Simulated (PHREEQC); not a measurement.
Consider water at 50 °C with 0.0027 mol/kgw HF, 0.0017 mol/kgw NaF, 0.0087 mol/kgw (NH4)2SiF6 and 0.0019 mol/kgw H2SO4. Closed to the air; pH follows from the charge balance.

Model: ion-association model, phreeqc.dat, run in PHREEQC.

No solid was allowed to form.

Problem. Order these S species by the share of S that they hold, largest first: NH4SO4-, NaSO4-, HSO4-, SO4-2.

Solution. SO4-2 (75 %), HSO4- (16 %), NH4SO4- (8.4 %), NaSO4- (0.37 %)

The pH is 2.70 and the ionic strength 0.0309 mol/kgw. Saturation is exceeded, for instance for Quartz (slow to form); the values hold only as long as no solid forms. Species that the database lacks are ignored. Away from 25 °C the constants follow the database's enthalpies or fits; those with neither stay at their 25 °C values. SiF6-2 is the database's only silicon fluoride.
